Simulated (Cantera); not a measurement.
Charge: 1 mol CH3F, 0.021 mol CH4, held at 3300 K and 13300 Pa.

These are equilibrium values from Cantera (NASA tables, ideal gas, pure condensed phases), not measurements of a reactor. Candidate condensed phases: C, C6H6, C7H8, C8H18; 95 gas species. The numbers say what is thermodynamically allowed, not how fast it happens.

Task: What is the equilibrium state?

Result: 
```json
{
  "x(H)": "0.394",
  "x(HF)": "0.350",
  "x(H2)": "0.155",
  "x(C3)": "0.0423",
  "x(C2H2 (acetylene))": "0.0212",
  "x(C2H)": "0.0137",
  "x(F)": "0.00903",
  "x(C)": "0.00508",
  "x(C2)": "0.00456",
  "n(C(graphite))": "0.387 mol",
  "gas_amount": "2.772 mol"
}
```
